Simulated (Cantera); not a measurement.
## Gas-phase reforming

An isothermal, constant-pressure homogeneous reactor starts with 20.0 % CH4, 80.0 % H2O, at 1973 K and 260000 Pa.

Cantera simulation using GRI-Mech 3.0 (53 species, 325 reactions); the numbers are that mechanism's predictions, not measurements.

| t (s) | x CH4 | x H2O | x CO | x CH3 | x O2 | x C2H6 |
|---|---|---|---|---|---|---|
| 2.00e-5 | 0.161 | 0.782 | 0.000848 | 0.00630 | 5.52e-8 | 0.00158 |
| 5.73e-5 | 0.111 | 0.741 | 0.00388 | 0.00406 | 1.35e-7 | 0.000638 |
| 0.000164 | 0.0645 | 0.694 | 0.00941 | 0.00220 | 1.22e-7 | 0.000179 |
| 0.000470 | 0.0326 | 0.646 | 0.0197 | 0.00109 | 7.23e-8 | 4.23e-5 |
| 0.00135 | 0.0188 | 0.583 | 0.0382 | 0.000599 | 4.83e-8 | 1.24e-5 |
| 0.00385 | 0.0132 | 0.505 | 0.0695 | 0.000374 | 3.04e-8 | 4.81e-6 |
| 0.0110 | 0.00665 | 0.436 | 0.103 | 0.000171 | 2.08e-8 | 1.01e-6 |
| 0.0316 | 0.000951 | 0.407 | 0.118 | 2.34e-5 | 1.71e-8 | 1.90e-8 |
| 0.0906 | 8.11e-7 | 0.405 | 0.119 | 2.01e-8 | 1.72e-8 | <1e-12 |
| 0.259 | 9.31e-9 | 0.405 | 0.119 | 2.31e-10 | 1.72e-8 | <1e-12 |
| 0.743 | 9.31e-9 | 0.405 | 0.119 | 2.31e-10 | 1.72e-8 | <1e-12 |
| 2.13 | 9.31e-9 | 0.405 | 0.119 | 2.31e-10 | 1.72e-8 | <1e-12 |
| 6.10 | 9.31e-9 | 0.405 | 0.119 | 2.31e-10 | 1.72e-8 | <1e-12 |
| 17.5 | 9.31e-9 | 0.405 | 0.119 | 2.31e-10 | 1.72e-8 | <1e-12 |
| 50.0 | 9.31e-9 | 0.405 | 0.119 | 2.31e-10 | 1.72e-8 | <1e-12 |
x: mole fraction; the columns are a selection and need not sum to one.

Equilibrium at this temperature and pressure: CH4 1.08e-8, H2O 0.405, CO 0.119, CH3 2.67e-10, O2 1.72e-8, C2H6 <1e-12 (gas phase only).
